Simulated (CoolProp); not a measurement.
R115 along the isotherm 500 K: Z from the reference equation and from simpler models built on Tc = 353.1 K, pc = 3.129 MPa, ω = 0.248; each cubic takes its own stable root.

Model: reference Helmholtz-energy equation of state, Lemmon 2016, in CoolProp.

```json
[
 {"p (MPa)": "2.41", "phase": "gas", "reference": "0.9284", "Redlich-Kwong": "0.9105", "Soave-Redlich-Kwong": "0.9361"},
 {"p (MPa)": "4.81", "phase": "supercritical", "reference": "0.8623", "Redlich-Kwong": "0.8297", "Soave-Redlich-Kwong": "0.8846"},
 {"p (MPa)": "7.22", "phase": "supercritical", "reference": "0.8130", "Redlich-Kwong": "0.7710", "Soave-Redlich-Kwong": "0.8520"},
 {"p (MPa)": "9.63", "phase": "supercritical", "reference": "0.7918", "Redlich-Kwong": "0.7475", "Soave-Redlich-Kwong": "0.8423"},
 {"p (MPa)": "12", "phase": "supercritical", "reference": "0.7983", "Redlich-Kwong": "0.7564", "Soave-Redlich-Kwong": "0.8533"},
 {"p (MPa)": "14.4", "phase": "supercritical", "reference": "0.8253", "Redlich-Kwong": "0.7859", "Soave-Redlich-Kwong": "0.8795"},
 {"p (MPa)": "16.8", "phase": "supercritical", "reference": "0.8653", "Redlich-Kwong": "0.8267", "Soave-Redlich-Kwong": "0.9156"},
 {"p (MPa)": "19.3", "phase": "supercritical", "reference": "0.9154", "Redlich-Kwong": "0.8756", "Soave-Redlich-Kwong": "0.9597"},
 {"p (MPa)": "21.7", "phase": "supercritical", "reference": "0.9683", "Redlich-Kwong": "0.9258", "Soave-Redlich-Kwong": "1.006"},
 {"p (MPa)": "24.1", "phase": "supercritical", "reference": "1.024", "Redlich-Kwong": "0.9779", "Soave-Redlich-Kwong": "1.055"},
 {"p (MPa)": "26.5", "phase": "supercritical", "reference": "1.081", "Redlich-Kwong": "1.031", "Soave-Redlich-Kwong": "1.105"},
 {"p (MPa)": "28.9", "phase": "supercritical", "reference": "1.139", "Redlich-Kwong": "1.085", "Soave-Redlich-Kwong": "1.156"},
 {"p (MPa)": "31.3", "phase": "supercritical", "reference": "1.197", "Redlich-Kwong": "1.139", "Soave-Redlich-Kwong": "1.207"}
]
```
